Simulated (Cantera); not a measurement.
An isothermal, constant-pressure homogeneous reactor starts with H₂ : O₂ = 0.011 : 1 (molar parts), equivalence ratio 0.0055, at 1373 K and 0.00150 bar.

Detailed kinetics in Cantera: the H2/O2 subset of GRI-Mech 3.0, which has no nitrogen chemistry. Radical loss at walls, strong at low pressure, is not modelled.

One state of this run: x H₂ = 6.12e-6; x O₂ = 0.988; x O = 0.00118; x HO₂ = 1.91e-8; x H₂O = 0.0107. x: mole fraction; the columns are a selection and need not sum to one.

Which value of t (s) does it belong to?
(A) 6.00e-6
(B) 12.5
(C) 0.00306
(D) 100

D, 100
